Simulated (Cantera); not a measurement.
A closed system holds: 1 mol V, 0.051 mol H2O, at 2000 °C.

Equilibrium computed with Cantera from the NASA thermochemical tables; the gas is ideal and each condensed phase is pure. Candidate condensed phases: H2O, V, VO, V2O3, V2O4, V2O5; 12 gas species. Kinetics and transport are ignored.

Problem. At 0.100 Pa, list the 5 most abundant gas species with their mole fractions, and the condensed phases.

Solution. V 0.862, H 0.0923, VO 0.0452, O 0.000458, VO2 0.000297. Condensed: gas only.
